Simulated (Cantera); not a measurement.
Moist CO burnout

An isothermal, constant-pressure homogeneous reactor starts with CO : O2 : H2O : N2 = 0.001 : 0.0052 : 0.0071 : 1 (molar parts), equivalence ratio 0.096, at 900 K and 6.80 bar.

Computed with Cantera and GRI-Mech 3.0 (53 species, 325 reactions).

```
t (s)         x CO     x O2    x H2O     x HO2    x H2O2
--------  --------  -------  -------  --------  --------
1.00e-6   0.000987  0.00513  0.00701    <1e-12    <1e-12
1.00e-5   0.000987  0.00513  0.00701    <1e-12    <1e-12
0.000100  0.000987  0.00513  0.00701    <1e-12    <1e-12
0.00100   0.000987  0.00513  0.00701  1.23e-12    <1e-12
0.0100    0.000987  0.00513  0.00701  3.61e-11    <1e-12
0.100     0.000987  0.00513  0.00701  4.31e-10    <1e-12
1.00      0.000987  0.00513  0.00701   8.49e-9  1.24e-10
10.0      0.000902  0.00509  0.00701   1.60e-7   4.58e-8
100       0.000344  0.00481  0.00701   8.99e-8   1.44e-8
```
x: mole fraction; the columns are a selection and need not sum to one.

Equilibrium at this temperature and pressure: CO <1e-12, O2 0.00464, H2O 0.00701, HO2 3.86e-12, H2O2 <1e-12 (gas phase only).
